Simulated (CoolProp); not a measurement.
A single-stage vapour-compression cycle with the fluid: evaporating at 203.15 K (dew point), condensing at 233.15 K (bubble point), superheat 10 K, subcooling 2 K, compressor efficiency 0.8, no pressure losses. The same conditions are run with several fluids, on thermodynamics alone (safety and materials aside).

Computed with CoolProp (reference Helmholtz-energy equation of state of each fluid (ethane: Bücker 2006; propane: Lemmon 2009; R22: Kamei 1995; chlorine: Thol 2021; propylene: Lemmon 2013; hydrogen sulfide: Lemmon 2006)).

Problem. Rank ethane, propane, R22, chlorine, propylene, hydrogen sulfide by cooling COP, highest first.

Solution. propane (4.86), propylene (4.82), R22 (4.75), ethane (4.65), hydrogen sulfide (4.59), chlorine (4.52)

```csv
fluid,pressure ratio,discharge temperature (K),refrigerating effect (kJ/kg),volumetric capacity (kJ/m³)
ethane,3.11,275.1,405,1820
propane,4.55,273.0,405,249
R22,5.14,294.6,226,228
chlorine,5.14,347.0,285,172
propylene,4.39,278.9,414,321
hydrogen sulfide,4.26,326.7,512,602
```
